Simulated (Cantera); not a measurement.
An isothermal, constant-pressure homogeneous reactor starts with 0.208 % CH₄, 98.9 % H₂, 0.851 % O₂, equivalence ratio 59, at 2450 K and 1900 Pa.

Cantera simulation using GRI-Mech 3.0 (53 species, 325 reactions); the numbers are that mechanism's predictions, not measurements. Radical loss at walls, strong at low pressure, is not modelled.

x: mole fraction; the columns are a selection and need not sum to one.

```
t (s)        x CH₄   x H₂     x O₂     x HO₂    x C₂H₆
--------  --------  -----  -------  --------  --------
3.00e-5    0.00206  0.989  0.00847       ___  3.43e-11
7.83e-5    0.00205  0.989  0.00838       ___  1.40e-10
0.000204   0.00198  0.986  0.00775       ___   1.18e-9
0.000533   0.00165  0.971  0.00298       ___   1.13e-8
0.00139    0.00137  0.961  5.14e-6       ___   1.40e-8
0.00363    0.00104  0.957  9.75e-9  1.18e-11   9.84e-9
0.00949   0.000498  0.951  1.56e-8  1.54e-11   2.85e-9
0.0248    0.000130  0.943  2.38e-8  1.91e-11  2.41e-10
0.0646     2.09e-5  0.932  3.78e-8  2.36e-11  7.76e-12
0.169      2.98e-9  0.908  8.09e-8  3.53e-11    <1e-12
0.440       <1e-12  0.872  1.92e-7  5.56e-11    <1e-12
1.15        <1e-12  0.850  2.84e-7  6.82e-11    <1e-12
3.00        <1e-12  0.849  2.92e-7  6.91e-11    <1e-12
```

Problem. Complete the blanks.

Solution. 
- 3.00e-5, x HO₂: 1.62e-5
- 7.83e-5, x HO₂: 1.88e-5
- 0.000204, x HO₂: 1.32e-5
- 0.000533, x HO₂: 1.96e-6
- 0.00139, x HO₂: 2.32e-9
